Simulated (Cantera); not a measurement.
Cantera run:

```python
import numpy as np
import cantera as ct

gas_names = """
    H H2 H2S S SH S2 S8
""".split()
cond_names = """
    S(cr1) S(cr2) S(L)
""".split()


def load(file, names, dense=False):
    # The tables refer to 1 bar. Condensed volumes are neglected.
    table = {s.name: s for s in ct.Species.list_from_file(file)}
    out = []
    for n in names:
        d = dict(table[n].input_data)
        d["thermo"] = dict(d["thermo"], **{"reference-pressure": 1e5})
        if dense:
            d["equation-of-state"] = {"model": "constant-volume", "density": "1e6 g/cm^3"}
        out.append(ct.Species.from_dict(d))
    return out


gas = ct.Solution(thermo="ideal-gas", species=load("nasa_gas.yaml", gas_names))
cond = {s.name: ct.Solution(thermo="fixed-stoichiometry", species=[s], name=s.name)
        for s in load("nasa_condensed.yaml", cond_names, dense=True)}
atoms = {
    'S': {'S': 1},
    'H2': {'H': 2},
}
top_T = {}  # K; cautious upper limits of use, not melting points


def equilibrate(T, P, feed):
    n = {}
    for name, mol in feed.items():
        for a, k in atoms[name].items():
            n[a] = n.get(a, 0.0) + k * mol
    gas.TPX = T, P, n
    mass = sum(n.values()) * gas.mean_molecular_weight
    gas.equilibrate("TP")
    valid = [c for c in cond.values() if c.min_temp <= T <= top_T.get(c.name, c.max_temp)]
    mix = ct.Mixture([(gas, mass / gas.mean_molecular_weight)] + [(c, 0.0) for c in valid])
    mix.T, mix.P = T, P
    mix.equilibrate("TP", solver="vcs", rtol=1e-11, max_steps=5000)
    return mix


results = []
feed = {'S': 1, 'H2': 0.31}  # mol
P = 57  # Pa
for T in [1098, 1148, 1198, 1248, 1298, 1348, 1398, 1448]:
    mix = equilibrate(T, P, feed)
    results.append((T, P, feed, dict(zip(mix.species_names, mix.species_moles))))
    x = sorted(zip(gas.X, gas.species_names), reverse=True)
    print(f"T = {T:g} K  P = {P:g} Pa  gas = {mix.phase_moles(0):.4g} mol")
    print("   x: " + "  ".join(f"{s} {v:.3e}" for v, s in x if v > 0.001))
    print("   condensed (mol): " + ("  ".join(f"{mix.phase(i).name} {mix.phase_moles(i):.4g}"
          for i in range(1, mix.n_phases) if mix.phase_moles(i) > 1e-12) or "none"))
```

It prints:

```
T = 1098 K  P = 57 Pa  gas = 0.735 mol
   x: S2 5.779e-01  H2 2.175e-01  H2S 2.040e-01
   condensed (mol): none
T = 1148 K  P = 57 Pa  gas = 0.7511 mol
   x: S2 5.867e-01  H2 2.553e-01  H2S 1.569e-01  SH 1.008e-03
   condensed (mol): none
T = 1198 K  P = 57 Pa  gas = 0.7645 mol
   x: S2 5.938e-01  H2 2.857e-01  H2S 1.190e-01  SH 1.485e-03
   condensed (mol): none
T = 1248 K  P = 57 Pa  gas = 0.7752 mol
   x: S2 5.990e-01  H2 3.090e-01  H2S 8.987e-02  SH 2.092e-03
   condensed (mol): none
T = 1298 K  P = 57 Pa  gas = 0.7834 mol
   x: S2 6.028e-01  H2 3.262e-01  H2S 6.803e-02  SH 2.843e-03
   condensed (mol): none
T = 1348 K  P = 57 Pa  gas = 0.7896 mol
   x: S2 6.053e-01  H2 3.388e-01  H2S 5.187e-02  SH 3.748e-03
   condensed (mol): none
T = 1398 K  P = 57 Pa  gas = 0.7943 mol
   x: S2 6.069e-01  H2 3.479e-01  H2S 3.994e-02  SH 4.821e-03
   condensed (mol): none
T = 1448 K  P = 57 Pa  gas = 0.798 mol
   x: S2 6.077e-01  H2 3.542e-01  H2S 3.110e-02  SH 6.070e-03
   condensed (mol): none
```

Equilibrium computed with Cantera from the NASA thermochemical tables; the gas is ideal and each condensed phase is pure. Gases not in the tables: S3 to S7.
